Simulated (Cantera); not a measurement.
**Stirred combustor or abatement burner**

A perfectly stirred reactor is fed with 6.98 % CH₄, 1.05 % CO, 19.3 % O₂, 72.6 % N₂, equivalence ratio 0.75, at 13.0 bar; it is adiabatic with a 800 K inlet, and is followed from long to short residence time, starting on the burning branch (τ in s: 0.028, 0.014, 0.0069, 0.0035, 0.0017, 0.00087, 0.00044, 0.00022, 0.00011, 5.5e-05).

Model: GRI-Mech 3.0 (53 species, 325 reactions), integrated in Cantera. The pressure lies above the range GRI-Mech 3.0 was tuned for (to about 10 atm).

```json
[
 {"τ (s)": "0.028", "T (K)": "2305", "x CH₄": "9.48e-7", "x CO": "0.00127", "x O₂": "0.0467", "x O": "0.000312", "x CH₂O": "1.59e-7", "x CO₂": "0.0793", "x H": "5.55e-5"},
 {"τ (s)": "0.014", "T (K)": "2306", "x CH₄": "1.86e-6", "x CO": "0.00132", "x O₂": "0.0473", "x O": "0.000321", "x CH₂O": "3.14e-7", "x CO₂": "0.0793", "x H": "5.76e-5"},
 {"τ (s)": "0.0069", "T (K)": "2307", "x CH₄": "3.67e-6", "x CO": "0.00141", "x O₂": "0.0478", "x O": "0.000333", "x CH₂O": "6.25e-7", "x CO₂": "0.0792", "x H": "6.11e-5"},
 {"τ (s)": "0.0035", "T (K)": "2307", "x CH₄": "7.02e-6", "x CO": "0.00157", "x O₂": "0.0482", "x O": "0.000351", "x CH₂O": "1.20e-6", "x CO₂": "0.0790", "x H": "6.68e-5"},
 {"τ (s)": "0.0017", "T (K)": "2304", "x CH₄": "1.38e-5", "x CO": "0.00188", "x O₂": "0.0486", "x O": "0.000381", "x CH₂O": "2.38e-6", "x CO₂": "0.0786", "x H": "7.83e-5"},
 {"τ (s)": "0.00087", "T (K)": "2299", "x CH₄": "2.50e-5", "x CO": "0.00241", "x O₂": "0.0489", "x O": "0.000432", "x CH₂O": "4.36e-6", "x CO₂": "0.0781", "x H": "9.87e-5"},
 {"τ (s)": "0.00044", "T (K)": "2290", "x CH₄": "4.44e-5", "x CO": "0.00331", "x O₂": "0.0494", "x O": "0.000520", "x CH₂O": "7.82e-6", "x CO₂": "0.0771", "x H": "0.000138"},
 {"τ (s)": "0.00022", "T (K)": "2274", "x CH₄": "7.72e-5", "x CO": "0.00480", "x O₂": "0.0502", "x O": "0.000666", "x CH₂O": "1.37e-5", "x CO₂": "0.0754", "x H": "0.000211"},
 {"τ (s)": "0.00011", "T (K)": "2249", "x CH₄": "0.000132", "x CO": "0.00708", "x O₂": "0.0515", "x O": "0.000886", "x CH₂O": "2.33e-5", "x CO₂": "0.0729", "x H": "0.000340"},
 {"τ (s)": "5.5e-5", "T (K)": "2214", "x CH₄": "0.000228", "x CO": "0.0105", "x O₂": "0.0534", "x O": "0.00118", "x CH₂O": "3.95e-5", "x CO₂": "0.0692", "x H": "0.000549"}
]
```
x: mole fraction; the columns are a selection and need not sum to one.
